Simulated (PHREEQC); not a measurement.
A column of 0.5 m (40 cells, dispersivity 0.025 m, 3600 s a shift, diffusion coefficient 3e-10 m²/s) holds 0.0019 eq of the database's cation exchanger X per kg of pore water, first in equilibrium with 3.8 mmol/kgw CaCl2, 22 mmol/kgw Na2SO4 and 0.01 mmol/kgw HCl. It is flushed with 0.0024 mol KCl and 1e-05 mol HCl per kg of water, at 40 °C. Values are for the last cell. CO2 from the air is kept out. No solid was allowed to form.

Base run: PHREEQC, ion-association model, phreeqc.dat. Each further column changes one thing. The table gives K in solution (mol/kgw).

| pore volumes | base | exchange capacity from 0.0019 to 0.00095 eq/kgw | dispersivity from 0.025 to 0.05 m |
|---|---|---|---|
| 0 | 0 | 0 | 0 |
| 0.6375 | 0.000152 | [?] | [?] |
| 1.387 | 0.00158 | [?] | 0.00164 |
| 2.013 | 0.00201 | [?] | [?] |
| 2.638 | 0.00218 | [?] | 0.00213 |
| 3.388 | 0.00225 | 0.00231 | [?] |
| 4.013 | 0.00228 | 0.00233 | 0.00227 |

### Question
What belongs in the gaps?

### Answer

- 0.6375, exchange capacity from 0.0019 to 0.00095 eq/kgw: 0.000187
- 0.6375, dispersivity from 0.025 to 0.05 m: 0.000360
- 1.387, exchange capacity from 0.0019 to 0.00095 eq/kgw: 0.00181
- 2.013, exchange capacity from 0.0019 to 0.00095 eq/kgw: 0.00215
- 2.013, dispersivity from 0.025 to 0.05 m: 0.00197
- 2.638, exchange capacity from 0.0019 to 0.00095 eq/kgw: 0.00226
- 3.388, dispersivity from 0.025 to 0.05 m: 0.00223

Away from 25 °C the constants follow the database's enthalpies or fits; those with neither stay at their 25 °C values.
